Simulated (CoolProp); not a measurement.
A single-stage vapour-compression cycle with propane: evaporating at 204.15 K (dew point), condensing at 240.15 K (bubble point), superheat 10 K, subcooling 5 K, compressor efficiency 0.9, no pressure losses. Each further row changes one setting.

Values from CoolProp's reference Helmholtz-energy equation of state, Lemmon 2009.

```csv
case,cooling COP,pressure ratio,discharge temperature (K),refrigerating effect (kJ/kg),volumetric capacity (kJ/m³)
as stated,4.57,5.75,276.9,397,258
evaporating temperature 209.15 K,5.54,4.33,272.0,403,[?]
condensing temperature 235.15 K,[?],[?],[?],408,265
subcooling 10 K,4.69,5.75,276.9,408,265
superheat 20 K,4.52,5.75,[?],411,[?]
compressor efficiency 0.8,4.06,5.75,283.6,397,258
```

**Question.** Complete the blanks.

**Answer.** 
- evaporating temperature 209.15 K, volumetric capacity (kJ/m³): 341
- condensing temperature 235.15 K, cooling COP: 5.39
- condensing temperature 235.15 K, pressure ratio: 4.68
- condensing temperature 235.15 K, discharge temperature (K): 269.2
- superheat 20 K, discharge temperature (K): 287.6
- superheat 20 K, volumetric capacity (kJ/m³): 254
